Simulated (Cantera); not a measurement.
Input (Python, Cantera):

```python
import numpy as np
import cantera as ct

gas = ct.Solution("gri30.yaml")
gas.TPX = 1150, 1000000, {'CH3OH': 1, 'O2': 2.05, 'N2': 8.01}
reactor = ct.IdealGasConstPressureReactor(gas, energy="on", clone=False)
net = ct.ReactorNet([reactor])
net.rtol, net.atol = 1e-08, 1e-16
show = ['CH3OH', 'O2', 'H', 'N2O', 'H2']
times = np.geomspace(3e-06, 0.2, 10)

steps = ct.SolutionArray(gas, extra=["t"])
rows = []
print(f"{'t/s':>10s}{'T/K':>9s}{'P/Pa':>11s}" + "".join(f"{s:>11s}" for s in show))
for t in times:
    while net.time < t:
        t_next = net.step()
        steps.append(gas.state, t=t_next)
    rows.append([np.interp(t, steps.t, y) for y in (steps.T, steps.P, *steps(*show).X.T)])
    print(f"{t:10.3e}{rows[-1][0]:9.1f}{rows[-1][1]:11.4g}" + "".join(f"{x:11.3e}" for x in rows[-1][2:]))
rate = np.gradient(steps.T, steps.t)
print("integrator steps:", len(steps.t))
if steps.T.max() > steps.T[0] + 200:
    print(f"time of steepest temperature rise: {steps.t[rate.argmax()]:.4e} s")
gas.TPX = 1150, 1000000, {'CH3OH': 1, 'O2': 2.05, 'N2': 8.01}
gas.equilibrate("HP")
print(f"equilibrium (HP): T = {gas.T:.1f} K  " + "  ".join(f"{s} {gas[s].X[0]:.3e}" for s in show))
```

Output:

```
       t/s      T/K       P/Pa      CH3OH         O2          H        N2O         H2
 3.000e-06   1150.0      1e+06  9.042e-02  1.854e-01  4.100e-11  1.069e-15  7.529e-09
 1.031e-05   1150.0      1e+06  9.042e-02  1.854e-01  4.300e-11  1.064e-14  2.717e-08
 3.541e-05   1150.0      1e+06  9.042e-02  1.854e-01  4.432e-11  1.268e-13  9.722e-08
 1.216e-04   1150.0      1e+06  9.041e-02  1.854e-01  4.746e-11  1.530e-12  3.488e-07
 4.179e-04   1150.0      1e+06  9.041e-02  1.853e-01  6.858e-11  1.794e-11  1.417e-06
 1.436e-03   1150.0      1e+06  9.038e-02  1.853e-01  3.118e-10  2.117e-10  1.188e-05
 4.932e-03   2514.0      1e+06  1.762e-17  4.683e-02  3.362e-04  1.574e-06  1.558e-03
 1.695e-02   2501.8      1e+06  1.692e-17  4.337e-02  3.158e-04  1.600e-06  1.530e-03
 5.822e-02   2501.6      1e+06  1.690e-17  4.329e-02  3.153e-04  1.601e-06  1.529e-03
 2.000e-01   2501.6      1e+06  1.690e-17  4.329e-02  3.153e-04  1.601e-06  1.529e-03
integrator steps: 2095
time of steepest temperature rise: 3.8760e-03 s
equilibrium (HP): T = 2501.6 K  CH3OH 1.766e-17  O2 4.329e-02  H 3.153e-04  N2O 1.601e-06  H2 1.529e-03
```

Model: GRI-Mech 3.0 (53 species, 325 reactions), integrated in Cantera. GRI-Mech 3.0 was tuned for natural gas; its chemistry of methanol as a main component is partial and can be far from experiment.
